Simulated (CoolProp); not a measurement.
Methanol along the isobar 101 kPa: density (kg/m³) from the reference equation and from simpler models built on Tc = 513.4 K, pc = 8216 kPa, ω = 0.565; each cubic takes its own stable root.

Computed with CoolProp (reference Helmholtz-energy equation of state, de Reuck 1993).

```tsv
T (K)	phase	reference	van der Waals	Redlich-Kwong	Soave-Redlich-Kwong	Peng-Robinson
279.4	liquid	803.9	1.414	583.3	618.4	695.0
288.5	liquid	795.4	1.368	___	612.6	688.9
297.5	liquid	786.9	1.326	1.334	606.5	682.5
306.5	liquid	778.5	1.286	1.293	___	675.7
315.5	liquid	769.9	1.248	1.254	___	668.6
324.5	liquid	___	1.212	1.218	586.6	661.1
333.5	liquid	___	1.179	1.184	579.2	653.2
342.5	gas	1.185	1.147	___	1.156	___
351.5	gas	1.141	1.117	1.121	1.125	1.125
360.5	gas	1.106	1.089	1.092	1.095	1.096
369.5	gas	1.075	1.062	1.065	1.068	1.068
378.5	gas	1.046	1.036	1.039	1.041	1.042
387.5	gas	1.020	1.012	1.014	1.016	1.017
396.5	gas	0.9949	0.9883	0.9903	0.9921	0.9927
```

Question: Fill in the missing entries.

Answer: 
- 288.5, Redlich-Kwong: 576.0
- 306.5, Soave-Redlich-Kwong: 600.2
- 315.5, Soave-Redlich-Kwong: 593.6
- 324.5, reference: 761.3
- 333.5, reference: 752.5
- 342.5, Redlich-Kwong: 1.151
- 342.5, Peng-Robinson: 1.157

At some of these states van der Waals, Redlich-Kwong gives the other phase, because its saturation line lies elsewhere.
